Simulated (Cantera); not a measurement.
What does this Cantera script print?

```python
import numpy as np
import cantera as ct

gas_names = """
    NbO2 O2
""".split()
cond_names = """
    Nb(cr) Nb(L)
""".split()


# ... load() reads the species with a 1 bar reference pressure and builds the phases ...
species = {s.name: s for s in load("nasa_gas.yaml", gas_names) + load("nasa_condensed.yaml", cond_names)}
# Each term lists the table entries of one substance; the one whose range holds T is used.
reactions = {
    'NbO2(g) = O2(g) + Nb':
        [(-1, ['NbO2']), (1, ['O2']), (1, ['Nb(cr)', 'Nb(L)'])],
}


def pick(names, T):
    return next(species[n] for n in names if species[n].thermo.min_temp <= T <= species[n].thermo.max_temp)


results = []
for label, terms in reactions.items():
    print(label)
    print("     T/K   dH/kJ  dS/(J/K)   dG/kJ   log10 K")
    for T in [300, 1773, 1798, 1823, 1848, 1873, 1898, 1923, 1948, 1973]:
        used = [(nu, pick(names, T)) for nu, names in terms]
        dH = sum(nu * s.thermo.h(T) for nu, s in used) / 1e6
        dS = sum(nu * s.thermo.s(T) for nu, s in used) / 1e3
        dG = dH - T * dS / 1e3
        logK = -dG * 1e6 / (ct.gas_constant * T * np.log(10))
        results.append((label, T, dH, dS, dG, logK, [s.name for _, s in used]))
        print(f"{T:8g} {dH:8.1f} {dS:8.1f} {dG:8.1f} {logK:8.2f}")
```

Output:

```
NbO2(g) = O2(g) + Nb
     T/K   dH/kJ  dS/(J/K)   dG/kJ   log10 K
     300    200.0    -31.2    209.4   -36.46
    1773    211.9    -17.5    242.9    -7.15
    1798    212.2    -17.3    243.3    -7.07
    1823    212.5    -17.1    243.7    -6.98
    1848    212.8    -17.0    244.2    -6.90
    1873    213.1    -16.8    244.6    -6.82
    1898    213.4    -16.6    245.0    -6.74
    1923    213.8    -16.5    245.4    -6.67
    1948    214.1    -16.3    245.8    -6.59
    1973    214.4    -16.1    246.2    -6.52
```

Cantera with NASA thermochemical tables; ideal gases at 1 bar, condensed phases pure. Condensed species are held in their standard states even where they would react or evaporate.
